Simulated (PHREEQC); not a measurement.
## Copper plating or etch bath: an equilibrium model

Dissolve 0.028 mol CuSO4 per kg of water at 25 °C. Closed to the air; pH follows from the charge balance.

Computed with PHREEQC (ion-association model, wateq4f.dat).

Each row changes one thing in this solution. No solid was allowed to form.

```csv
case,pH,ionic strength (mol/kgw),SO4-2 (mol/kgw),Cu+2 (mol/kgw),CuSO4 (mol/kgw),Cu2(OH)2+2 (mol/kgw),SI of Tenorite (CuO),SI of Cu(OH)2 (Cu(OH)2)
as made,4.72,0.0682,0.0170,0.0170,0.0109,1.67e-5,-0.30,-1.32
temperature from 25 to 20 °C,4.78,0.0687,0.0172,0.0172,0.0108,1.32e-5,-0.38,-1.40
CuSO4 from 0.028 to 0.0056 mol/kgw,5.00,0.0170,0.00424,0.00423,0.00135,4.97e-6,-0.20,-1.22
diluted 2-fold with water,4.84,0.0376,0.00939,0.00937,0.00460,9.89e-6,-0.26,-1.28
0.00051 mol/kgw HBr added,3.60,0.0686,0.0169,0.0171,0.0109,9.83e-8,-2.53,-3.55
diluted 100-fold with water,5.56,0.00107,0.000269,0.000267,1.10e-5,3.62e-7,-0.13,-1.15
temperature from 25 to 80 °C,4.21,0.0650,0.0162,0.0161,0.0116,0.000135,+0.36,-0.66
CuSO4 from 0.028 to 0.0252 mol/kgw,4.74,0.0623,0.0156,0.0155,0.00961,1.54e-5,-0.29,-1.31
```

Complexes and solids missing from the database can't appear. Some of these states are supersaturated (in Antlerite, Brochantite, Tenorite (slow to form), for instance). At this temperature some constants are extrapolated from 25 °C, and those without enthalpy data are left unchanged.
